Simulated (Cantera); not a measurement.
Reactions in the system C-F

Source: NASA polynomial tables (part measured, part estimated), evaluated in Cantera. Values are per mole of reaction as written; species without (g) are pure solids or liquids, kept so even where they would boil at 1 bar.

CF2(g) + CF4(g) ⇌ 2 CF3(g)

```csv
T (K),ΔH° (kJ),ΔS° (J/K),ΔG° (kJ),log10 K
1698,174.2,27.3,127.8,-3.93
1848,174.2,27.3,123.7,-3.50
1998,174.2,27.3,119.6,-3.13
2148,174.2,27.3,115.5,-2.81
2298,174.1,27.3,111.4,-2.53
2448,174.1,27.3,107.3,-2.29
```

CF4(g) ⇌ 2 F(g) + CF2(g)

```json
[
 {"T (K)": "1698", "ΔH° (kJ)": "911.4", "ΔS° (J/K)": "305.5", "ΔG° (kJ)": "392.6", "log10 K": "-12.08"},
 {"T (K)": "1848", "ΔH° (kJ)": "910.5", "ΔS° (J/K)": "305.0", "ΔG° (kJ)": "346.8", "log10 K": "-9.80"},
 {"T (K)": "1998", "ΔH° (kJ)": "909.5", "ΔS° (J/K)": "304.5", "ΔG° (kJ)": "301.1", "log10 K": "-7.87"},
 {"T (K)": "2148", "ΔH° (kJ)": "908.4", "ΔS° (J/K)": "304.0", "ΔG° (kJ)": "255.4", "log10 K": "-6.21"},
 {"T (K)": "2298", "ΔH° (kJ)": "907.4", "ΔS° (J/K)": "303.5", "ΔG° (kJ)": "209.9", "log10 K": "-4.77"},
 {"T (K)": "2448", "ΔH° (kJ)": "906.3", "ΔS° (J/K)": "303.1", "ΔG° (kJ)": "164.4", "log10 K": "-3.51"}
]
```

4 CF3(g) ⇌ C + 3 CF4(g)

```csv
T (K),ΔH° (kJ),ΔS° (J/K),ΔG° (kJ),log10 K
1698,-904.0,-257.9,-466.1,14.34
1848,-901.6,-256.6,-427.5,12.08
1998,-899.1,-255.3,-389.1,10.17
2148,-896.6,-254.0,-350.9,8.53
2298,-894.0,-252.9,-312.9,7.11
2448,-891.3,-251.8,-275.0,5.87
```

F2(g) + CF2(g) ⇌ CF4(g)

```csv
T (K),ΔH° (kJ),ΔS° (J/K),ΔG° (kJ),log10 K
1698,-743.7,-177.1,-443.0,13.63
1848,-742.3,-176.3,-416.5,11.77
1998,-740.8,-175.5,-390.1,10.20
2148,-739.4,-174.8,-363.8,8.85
2298,-737.9,-174.2,-337.6,7.67
2448,-736.3,-173.5,-311.6,6.65
```
